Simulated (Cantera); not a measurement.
Cantera run:

```python
import numpy as np
import cantera as ct

gas_names = [...]  # 45 gases of nasa_gas.yaml made of Al, Cl, H, N, O
cond_names = """
    AL(cr) AL(L) ALCL3(s) ALCL3(L) ALN(s) AL2O3(a) AL2O3(L) H2O(s) H2O(L) NH4CL(a) NH4CL(b)
""".split()


# ... load() reads the species with a 1 bar reference pressure and builds the phases ...
atoms = {
    'AlCl3': {'AL': 1, 'CL': 3},
    'H2O': {'H': 2, 'O': 1},
    'N2': {'N': 2},
    'NH3': {'N': 1, 'H': 3},
}
top_T = {'ALN(s)': 2750}  # K; cautious upper limits of use, not melting points


# ... equilibrate(T, P, feed) seeds the gas with the atoms and calls Mixture.equilibrate('TP', solver="vcs", rtol=1e-11, max_steps=5000) ...
results = []
feed = {'AlCl3': 1, 'H2O': 3, 'N2': 1.6, 'NH3': 6.4}  # mol
P = 64  # Pa
for T in [800, 950, 1100, 1250, 1400, 1550, 1700]:
    mix = equilibrate(T, P, feed)
    results.append((T, P, feed, dict(zip(mix.species_names, mix.species_moles))))

top = {s: max(r[3][s] / sum(r[3][g] for g in gas_names) for r in results) for s in gas_names}
cols = sorted((s for s in top if top[s] > 1e-06), key=lambda s: -top[s])[:7]
seen = [c for c in cond_names if any(r[3].get(c, 0) > 1e-12 for r in results)]
print("log10 of partial pressures in bar; condensed amounts in mol")
print(f"{'T/K':>10s}" + "".join(f"{s[:9]:>10s}" for s in cols + seen))
for T, P, feed, n in results:
    ng = sum(n[g] for g in gas_names)
    print(f"{T:10.4g}" + "".join(f"{np.log10(max(n[s] / ng * P / 1e5, 1e-99)):10.3f}" for s in cols)
          + "".join(f"{n.get(c, 0):10.4g}" for c in seen))
```

Output:

```
log10 of partial pressures in bar; condensed amounts in mol
       T/K        H2        N2       HCL       H2O         H        CL        OH  AL2O3(a)
       800    -3.488    -3.789    -3.993    -4.294   -13.282   -13.772   -17.583       0.5
       950    -3.488    -3.789    -3.993    -4.294   -10.999   -11.525   -14.637       0.5
      1100    -3.488    -3.789    -3.993    -4.294    -9.331    -9.884   -12.488       0.5
      1250    -3.488    -3.789    -3.993    -4.294    -8.060    -8.633   -10.852       0.5
      1400    -3.488    -3.789    -3.993    -4.294    -7.057    -7.647    -9.565       0.5
      1550    -3.489    -3.789    -3.994    -4.294    -6.246    -6.849    -8.525       0.5
      1700    -3.490    -3.790    -3.997    -4.295    -5.577    -6.193    -7.669       0.5
```

Method: chemical equilibrium by Gibbs-energy minimisation in Cantera with the NASA 1993 tables (ideal gas, pure condensed phases). Condensed phases not in the tables: AlOCl.
